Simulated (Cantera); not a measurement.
Thermodynamics of aluminium nitride and oxide growth, feed Al + N₂O + N₂

Input: 1 mol Al, a varied amount of N₂O, 34 mol N₂, equilibrated at 725 K and 0.0100 bar.

Cantera equilibrium calculation (NASA polynomials, part measured and part estimated; ideal gas, pure solids and liquids). Candidate condensed phases: Al, AlN, Al₂O₃; 16 gas species. Equilibrium is a limit: real reactors are often held back by kinetics, nucleation or transport.

From 0.58 mol N₂O to 1.3 mol N₂O the condensed part is AlN(s) + Al₂O₃(s). From 1.9 mol N₂O to 14 mol N₂O the condensed part is Al₂O₃(s).

```tsv
n(N₂O) (mol)	x N₂	x O₂	x NO	x NO₂	n AlN(s)	n Al₂O₃(s)
0.58	1.00	<1e-12	<1e-12	<1e-12	0.613	0.193
0.86	1.00	<1e-12	<1e-12	<1e-12	0.427	0.287
1.3	1.00	<1e-12	<1e-12	<1e-12	0.133	0.433
1.9	0.994	0.00554	8.83e-8	1.10e-9	0	0.500
2.8	0.983	0.0174	1.55e-7	3.42e-9	0	0.500
4.1	0.967	0.0330	2.12e-7	6.44e-9	0	0.500
6.2	0.945	0.0552	2.72e-7	1.07e-8	0	0.500
9.1	0.919	0.0810	3.25e-7	1.54e-8	0	0.500
14	0.885	0.115	3.80e-7	2.15e-8	0	0.500
```
x: gas mole fraction; n: condensed amount in mol.
